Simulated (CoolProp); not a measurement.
A closed Brayton cycle with nitrogen: compressor inlet 318.15 K and 6.4 MPa, high pressure 21.9 MPa, turbine inlet 815 K, compressor efficiency 0.85, turbine efficiency 0.93, recuperator effectiveness 0.95 (on enthalpy, no pinch check). Each further row changes one setting.

The numbers come from the reference Helmholtz-energy equation of state, Span 2000 in CoolProp.

| case | thermal efficiency (%) | net work (kJ/kg) | compressor to turbine work | compressor exit (K) | turbine exit (K) |
|---|---|---|---|---|---|
| as stated | [?] | 75.7 | 0.70 | 477.9 | 599.8 |
| turbine inlet 765 K | 25.1 | 60.4 | [?] | 477.9 | 561.1 |
| compressor inlet 328.15 K | [?] | 70.0 | 0.72 | [?] | 599.8 |
| high pressure 18.6 MPa | [?] | 74.0 | [?] | 453.3 | [?] |
| recuperator effectiveness 0.5 | 23.8 | 75.7 | 0.70 | 477.9 | 599.8 |

Q: Some entries are withheld; supply them.

A: 
- as stated, thermal efficiency (%): 29.4
- turbine inlet 765 K, compressor to turbine work: 0.74
- compressor inlet 328.15 K, thermal efficiency (%): 27.3
- compressor inlet 328.15 K, compressor exit (K): 492.7
- high pressure 18.6 MPa, thermal efficiency (%): 31.9
- high pressure 18.6 MPa, compressor to turbine work: 0.66
- high pressure 18.6 MPa, turbine exit (K): 625.0
